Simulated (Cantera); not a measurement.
Input (Python, Cantera):

```python
import numpy as np
import cantera as ct

gas = ct.Solution("gri30.yaml")
gas.TPX = 400, 1000000, {'C3H8': 1, 'O2': 6.33, 'N2': 23.8, 'H2O': 0.83}
flame = ct.FreeFlame(gas, width=0.008)
flame.set_refine_criteria(ratio=3, slope=0.08, curve=0.16)
flame.transport_model = "mixture-averaged"
flame.solve(loglevel=0, auto=True)
z, T = flame.grid, flame.T
thick = (T[-1] - T[0]) / np.gradient(T, z).max()
show = ['C3H8', 'O2', 'H2O', 'HCN', 'H2', 'CH2CO']
print(f"laminar burning velocity  {flame.velocity[0] * 100:.3f} cm/s")
print(f"burnt temperature         {T[-1]:.1f} K")
print(f"thermal thickness         {thick * 1e3:.4f} mm")
print(f"grid points               {len(z)}")
z0 = z[flame.heat_release_rate.argmax()]
print(f"{'z/mm':>9s}{'T/K':>9s}{'u/(m/s)':>9s}" + "".join(f"{s:>11s}" for s in show))
rows = []
for k in (-3, -2, -1.5, -1, -0.5, -0.25, 0, 0.25, 0.5, 1, 2, 4, 8):
    zz = z0 + k * thick
    rows.append([k * thick, np.interp(zz, z, T), np.interp(zz, z, flame.velocity),
                 *(np.interp(zz, z, flame.X[gas.species_index(s)]) for s in show)])
    print(f"{rows[-1][0] * 1e3:9.3f}{rows[-1][1]:9.1f}{rows[-1][2]:9.3f}" + "".join(f"{x:11.3e}" for x in rows[-1][3:]))
```

Output:

```
laminar burning velocity  23.418 cm/s
burnt temperature         2076.8 K
thermal thickness         0.0762 mm
grid points               138
     z/mm      T/K  u/(m/s)       C3H8         O2        H2O        HCN         H2      CH2CO
   -0.229    400.5    0.235  3.128e-02  1.979e-01  2.606e-02  1.594e-11  3.948e-04  3.008e-08
   -0.152    404.6    0.237  3.125e-02  1.975e-01  2.670e-02  2.153e-10  9.567e-04  5.029e-07
   -0.114    421.9    0.248  3.117e-02  1.958e-01  2.900e-02  1.458e-09  1.601e-03  4.194e-06
   -0.076    517.6    0.306  3.044e-02  1.869e-01  3.972e-02  1.174e-08  2.705e-03  4.331e-05
   -0.038    929.7    0.559  2.199e-02  1.470e-01  7.628e-02  8.096e-08  4.191e-03  4.072e-04
   -0.019   1307.4    0.799  8.878e-03  1.087e-01  1.054e-01  1.661e-07  4.879e-03  9.573e-04
    0.000   1686.6    1.040  2.186e-04  6.981e-02  1.312e-01  2.796e-07  4.300e-03  9.264e-04
    0.019   1866.8    1.144  5.035e-08  5.209e-02  1.397e-01  2.035e-07  2.455e-03  9.358e-05
    0.038   1946.7    1.187  6.157e-12  4.594e-02  1.420e-01  7.567e-08  1.625e-03  4.081e-06
    0.076   2018.1    1.224  2.006e-18  4.166e-02  1.443e-01  1.190e-08  9.154e-04  1.244e-08
    0.152   2059.5    1.246  3.513e-27  3.967e-02  1.462e-01  1.032e-09  3.730e-04  1.610e-12
    0.305   2074.2    1.254  2.861e-36  3.911e-02  1.470e-01  8.353e-11  1.574e-04  8.072e-15
    0.610   2076.7    1.255  2.531e-37  3.903e-02  1.472e-01  1.715e-11  1.224e-04  2.294e-15
```

Computed with Cantera and GRI-Mech 3.0 (53 species, 325 reactions). GRI-Mech 3.0 was tuned for natural gas; its chemistry of propane as a main component is partial and can be far from experiment. Burning velocities carry a grid error of a few per cent, more on coarse grids.
